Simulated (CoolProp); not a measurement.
Values from CoolProp's reference Helmholtz-energy equation of state, Wagner 2002.

For water, give the phase and the conductivity (mW/(m K)) at 915.2 K and 13.8 bar; 915.2 K and 27.6 bar.


- 915.2 K and 13.8 bar: gas; conductivity 85.5
- 915.2 K and 27.6 bar: gas; conductivity 86.5

Thermal conductivity comes from a separate model (Huber 2012).
